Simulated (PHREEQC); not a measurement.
Solution (50 °C): 0.098 mol FeSO4, 0.00026 mol ZnCl2, 0.00075 mol H2SO4 and 0.00054 mol Na2SO4 per kg of water. Closed to the air; pH follows from the charge balance.

The numbers come from PHREEQC with the ion-association model, phreeqc.dat.

- pH = 3.52
- ionic strength = 0.189 mol/kgw
- specific conductance = 12900 µS/cm
- density = 1.003 g/cm³
- total alkalinity = -1.50 meq/kg

```
species     molality  activity   log γ
----------  --------  --------  ------
FeSO4         0.0512    0.0534   0.019
SO4-2         0.0467    0.0133  -0.547
Fe+2          0.0467    0.0148  -0.497
Na+          0.00100  0.000742  -0.131
HSO4-       0.000951  0.000703  -0.132
Cl-         0.000510  0.000362  -0.149
H+          0.000379  0.000300  -0.101
FeHSO4+     0.000170  0.000125  -0.132
ZnSO4       0.000113  0.000118   0.019
Zn+2        0.000110   3.19e-5  -0.539
NaSO4-       7.72e-5   5.72e-5  -0.130
Zn(SO4)2-2   3.60e-5   1.07e-5  -0.527
FeCl+        1.00e-5   7.41e-6  -0.132
```

Precipitation was switched off in this run. Constants without temperature data keep their 25 °C values here.
